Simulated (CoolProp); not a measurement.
Vapour-liquid equilibrium of carbon dioxide (1) + C2F6 (R116) (2) at 2.05 MPa; x and y are mole fractions of (1).

Values from CoolProp's multi-fluid Helmholtz-energy mixture model, Span 1996 and Lemmon 2006; pair parameters Bell 2016.

| x | bubble temperature, mixture model (K) | bubble temperature, Raoult's law (K) | y, mixture model | y, Raoult's law |
|---|---|---|---|---|
| 0.05 | (withheld) | 275.5 | (withheld) | 0.090 |
| 0.2 | 264.4 | 271.0 | 0.346 | 0.321 |
| 0.35 | 257.7 | 267.0 | 0.524 | 0.504 |
| 0.5 | (withheld) | 263.6 | 0.636 | 0.654 |
| 0.65 | 252.0 | 260.5 | 0.715 | 0.778 |
| 0.8 | 251.5 | 257.7 | 0.792 | 0.883 |
| 0.95 | 253.0 | 255.2 | 0.922 | 0.973 |

Q: What belongs in the gaps?

A: 
- 0.05, bubble temperature, mixture model (K): 273.8
- 0.05, y, mixture model: 0.093
- 0.5, bubble temperature, mixture model (K): 253.9

The largest gap from Raoult's law is -9.7 K in bubble temperature, at x = 0.5. y crosses x between x = 0.65 and 0.8: the model has an azeotrope there.

Pair parameters are fitted to limited data, so mixtures are less certain than the pure fluids.
